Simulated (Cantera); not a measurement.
Formation from one mole of Cl2

Source: NASA polynomial tables (part measured, part estimated), evaluated in Cantera. Values are per mole of reaction as written; species without (g) are pure solids or liquids, kept so even where they would boil at 1 bar.

2 Cs + Cl2(g) → 2 CsCl

```csv
T (K),ΔH° (kJ),ΔS° (J/K),ΔG° (kJ),log10 K,condensed phases
300,-885.7,-191.1,-828.3,144.22,"Cs(s), CsCl(s)"
375,-889.3,-203.4,-813.0,113.25,"Cs(l), CsCl(s)"
475,-888.2,-200.8,-792.8,87.18,"Cs(l), CsCl(s)"
575,-886.5,-197.5,-772.9,70.21,"Cs(l), CsCl(s)"
675,-884.2,-193.8,-753.3,58.30,"Cs(l), CsCl(s)"
775,-873.7,-179.7,-734.5,49.50,"Cs(l), CsCl(s)"
875,-870.5,-175.8,-716.7,42.78,"Cs(l), CsCl(s)"
975,-834.0,-136.1,-701.3,37.57,"Cs(l), CsCl(l)"
1075,-828.3,-130.5,-688.0,33.43,"Cs(l), CsCl(l)"
1175,-822.9,-125.7,-675.2,30.01,"Cs(l), CsCl(l)"
```

2 Li + Cl2(g) → 2 LiCl

| T (K) | ΔH° (kJ) | ΔS° (J/K) | ΔG° (kJ) | log10 K | condensed phases |
|---|---|---|---|---|---|
| 300 | -816.5 | -162.6 | -767.7 | 133.66 | Li(s), LiCl(s) |
| 375 | -815.6 | -159.9 | -755.6 | 105.25 | Li(s), LiCl(s) |
| 475 | -820.5 | -170.6 | -739.5 | 81.32 | Li(l), LiCl(s) |
| 575 | -819.3 | -168.3 | -722.5 | 65.64 | Li(l), LiCl(s) |
| 675 | -817.7 | -165.7 | -705.8 | 54.62 | Li(l), LiCl(s) |
| 775 | -815.5 | -162.7 | -689.4 | 46.46 | Li(l), LiCl(s) |
| 875 | -812.9 | -159.6 | -673.3 | 40.19 | Li(l), LiCl(s) |
| 975 | -769.9 | -111.0 | -661.6 | 35.45 | Li(l), LiCl(l) |
| 1075 | -766.7 | -107.9 | -650.7 | 31.62 | Li(l), LiCl(l) |
| 1175 | -763.6 | -105.2 | -640.0 | 28.45 | Li(l), LiCl(l) |

2 K + Cl2(g) → 2 KCl

```json
[
 {"T (K)": "300", "ΔH° (kJ)": "-873.4", "ΔS° (J/K)": "-187.3", "ΔG° (kJ)": "-817.2", "log10 K": "142.28", "condensed phases": "K(s), KCl(s)"},
 {"T (K)": "375", "ΔH° (kJ)": "-877.5", "ΔS° (J/K)": "-199.5", "ΔG° (kJ)": "-802.7", "log10 K": "111.81", "condensed phases": "K(l), KCl(s)"},
 {"T (K)": "475", "ΔH° (kJ)": "-876.6", "ΔS° (J/K)": "-197.4", "ΔG° (kJ)": "-782.8", "log10 K": "86.08", "condensed phases": "K(l), KCl(s)"},
 {"T (K)": "575", "ΔH° (kJ)": "-875.3", "ΔS° (J/K)": "-195.0", "ΔG° (kJ)": "-763.2", "log10 K": "69.33", "condensed phases": "K(l), KCl(s)"},
 {"T (K)": "675", "ΔH° (kJ)": "-873.6", "ΔS° (J/K)": "-192.3", "ΔG° (kJ)": "-743.8", "log10 K": "57.56", "condensed phases": "K(l), KCl(s)"},
 {"T (K)": "775", "ΔH° (kJ)": "-871.6", "ΔS° (J/K)": "-189.5", "ΔG° (kJ)": "-724.8", "log10 K": "48.85", "condensed phases": "K(l), KCl(s)"},
 {"T (K)": "875", "ΔH° (kJ)": "-869.1", "ΔS° (J/K)": "-186.5", "ΔG° (kJ)": "-706.0", "log10 K": "42.14", "condensed phases": "K(l), KCl(s)"},
 {"T (K)": "975", "ΔH° (kJ)": "-866.2", "ΔS° (J/K)": "-183.3", "ΔG° (kJ)": "-687.5", "log10 K": "36.83", "condensed phases": "K(l), KCl(s)"},
 {"T (K)": "1075", "ΔH° (kJ)": "-809.7", "ΔS° (J/K)": "-129.1", "ΔG° (kJ)": "-670.9", "log10 K": "32.60", "condensed phases": "K(l), KCl(l)"},
 {"T (K)": "1175", "ΔH° (kJ)": "-805.1", "ΔS° (J/K)": "-125.0", "ΔG° (kJ)": "-658.2", "log10 K": "29.26", "condensed phases": "K(l), KCl(l)"}
]
```
